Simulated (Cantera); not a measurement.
A diamond (100) surface in a fixed gas of H2 with x(CH4) = 0.0071, x(H) = 0.0012, x(CH3) = 0.00011, at 1200 K; coverages are run to steady state.

Model: the Harris–Goodwin 1993 mechanism for the reconstructed diamond (100) surface, integrated in Cantera.

One state of this run: growth (µm/h) = 0.916; θ c6HH = 0.458; θ c6H* = 0.0373; θ c6*H = 0.477; θ c6** = 0.0234; θ c6HM = 0.00201. θ: site fractions in the mechanism's names (c6HH fully hydrogenated, c6H* and c6*H radical sites, c6** diradical, c6HM methylated).

### Question
Which value of P (Pa) does it belong to?
A. 16000
B. 5800
C. 1300
D. 42000

### Answer
B, 5800
